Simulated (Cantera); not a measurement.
## Thermodynamics of silicates and aluminates, feed SiO2 + MgO + H2

A closed system holds: 1 mol SiO2, 1.5 mol MgO, 27 mol H2, held at 750 Torr.

These are equilibrium values from Cantera (NASA tables, ideal gas, pure condensed phases), not measurements of a reactor. Candidate condensed phases: H2O, Mg, MgO, Mg(OH)2, MgSiO3, Mg2SiO4, Si, SiO2; 24 gas species. Mutual solubility and eutectic melting of coexisting phases are not modelled. Condensed phases not in the tables: alloys, solid solutions and most ternary compounds. Kinetics and transport are ignored.

From 552 °C to 1552 °C the condensed part is MgSiO3(s) + Mg2SiO4(s).

```
T (°C)   x H2     x H2O     x SiO       x H      x Mg     x MgH    x MgOH  n MgSiO3(s)  n Mg2SiO4(s)
------  -----  --------  --------  --------  --------  --------  --------  -----------  ------------
552      1.00  1.51e-10    <1e-12  7.93e-12    <1e-12    <1e-12    <1e-12        0.500         0.500
652      1.00   1.63e-9    <1e-12  2.60e-10    <1e-12    <1e-12    <1e-12        0.500         0.500
752      1.00   1.08e-8  1.05e-10   4.36e-9  4.63e-11    <1e-12    <1e-12        0.500         0.500
852      1.00   5.36e-8   7.53e-9   4.44e-8   2.07e-9  1.25e-11    <1e-12        0.500         0.500
952     1.000   2.93e-7   1.86e-7   3.12e-7   3.41e-8  2.45e-10    <1e-12        0.500         0.500
1052    1.000   1.99e-6   1.72e-6   1.64e-6   2.26e-7   1.88e-9  1.91e-12        0.500         0.500
1152    1.000   1.14e-5   1.04e-5   6.82e-6   1.02e-6   9.73e-9  3.34e-11        0.499         0.500
1252    1.000   5.27e-5   4.89e-5   2.37e-5   3.72e-6   3.95e-8  3.96e-10        0.497         0.501
1352    1.000  0.000201  0.000190   7.05e-5   1.14e-5   1.33e-7   3.42e-9        0.490         0.505
1452    0.998  0.000658  0.000628  0.000186   3.00e-5   3.83e-7   2.27e-8        0.467         0.516
1552    0.996   0.00189   0.00182  0.000439   7.01e-5   9.67e-7   1.21e-7        0.403         0.547
```
x: gas mole fraction; n: condensed amount in mol.
